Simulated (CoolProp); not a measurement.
A single-stage vapour-compression cycle with n-pentane: evaporating at 274.15 K (dew point), condensing at 338.15 K (bubble point), superheat 5 K, subcooling 2 K, compressor efficiency 0.8, no pressure losses. Each further row changes one setting.

Model: reference Helmholtz-energy equation of state, Thol 2019, in CoolProp.

```tsv
case	cooling COP	pressure ratio	discharge temperature (K)	refrigerating effect (kJ/kg)	volumetric capacity (kJ/m³)
as stated	2.60	9.66	339.8	246	199
evaporating temperature 279.15 K	…	7.75	339.2	…	252
condensing temperature 333.15 K	2.91	…	…	259	209
subcooling 7 K	2.73	9.66	339.8	259	209
superheat 15 K	2.66	9.66	350.0	262	204
compressor efficiency 0.7	…	9.66	…	246	199
```

**Question.** Some entries are withheld; supply them.

**Answer.** 
- evaporating temperature 279.15 K, cooling COP: 2.95
- evaporating temperature 279.15 K, refrigerating effect (kJ/kg): 254
- condensing temperature 333.15 K, pressure ratio: 8.39
- condensing temperature 333.15 K, discharge temperature (K): 335.8
- compressor efficiency 0.7, cooling COP: 2.27
- compressor efficiency 0.7, discharge temperature (K): 346.7
